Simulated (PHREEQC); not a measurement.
Dissolve 0.00039 mol CO2 per kg of water at 25 °C. Closed to the air; pH follows from the charge balance.

Equilibrium calculation in PHREEQC: ion-association model, wateq4f.dat.

No solid was allowed to form.

Question: Predict the pH, ionic strength.

Answer: pH 4.89; ionic strength 1.30e-5 mol/kgw.

Question: In which forms is C present?

Answer: CO2 97 %, HCO3- 3.3 % of the C.
